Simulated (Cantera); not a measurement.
Cantera run:

```python
import numpy as np
import cantera as ct

gas_names = """
    B BH BH2 BH3 BN BO BO2 B2 B2O B2O2 B2O3 B3O3H3 H HBO HBO2 HNO HNO2 HNO3 HO2 H2 H2O H2O2 H3B3O6 N NH
    NH2 NH3 NH2OH NO NO2 NO3 N2 N2H2 N2H4 N2O O OH O2 O3
""".split()
cond_names = """
    B(b) B(L) BN(s) B2O3(L) B3O3H3(cr) H2O(s) H2O(L)
""".split()


# ... load() reads the species with a 1 bar reference pressure and builds the phases ...
atoms = {
    'borazine': {'B': 3, 'N': 3, 'H': 6},
    'O2': {'O': 2},
    'H2': {'H': 2},
}
top_T = {'BN(s)': 3200}  # K; cautious upper limits of use, not melting points


# ... equilibrate(T, P, feed) seeds the gas with the atoms and calls Mixture.equilibrate('TP', solver="vcs", rtol=1e-11, max_steps=5000) ...
results = []
feed = {'borazine': 1, 'O2': 0.071, 'H2': 2.9}  # mol
T = 1373  # K
P = 1000  # Pa
mix = equilibrate(T, P, feed)
results.append((T, P, feed, dict(zip(mix.species_names, mix.species_moles))))
print(gas.report(threshold=0.001))
for i in range(1, mix.n_phases):
    print(f"{mix.phase(i).name:16s} {mix.phase_moles(i):12.5e} mol")
```

Result:

```
       temperature   1373 K
          pressure   1000 Pa
           density   0.0002023 kg/m^3
  mean mol. weight   2.3095 kg/kmol
   phase of matter   gas

                          1 kg             1 kmol
                     ---------------   ---------------
          enthalpy        1.3531e+07        3.1249e+07  J
   internal energy        8.5876e+06        1.9833e+07  J
           entropy             93410        2.1573e+05  J/K
    Gibbs function       -1.1472e+08       -2.6494e+08  J
 heat capacity c_p             13832             31944  J/K
 heat capacity c_v             10232             23629  J/K

                      mass frac. Y      mole frac. X     chem. pot. / RT
                     ---------------   ---------------   ---------------
              HBO2          0.024918         0.0013134           -93.958
                H2           0.86381           0.98955           -22.965
                N2           0.09416         0.0077625           -35.208
     [  +36 minor]          0.017113         0.0013778

B(b)              0.00000e+00 mol
BN(s)             2.90757e+00 mol
B2O3(L)           3.89353e-02 mol
B3O3H3(cr)        0.00000e+00 mol
```

Cantera equilibrium calculation (NASA polynomials, part measured and part estimated; ideal gas, pure solids and liquids). The feed counts by its element totals alone. Mutual solubility and eutectic melting of coexisting phases are not modelled.
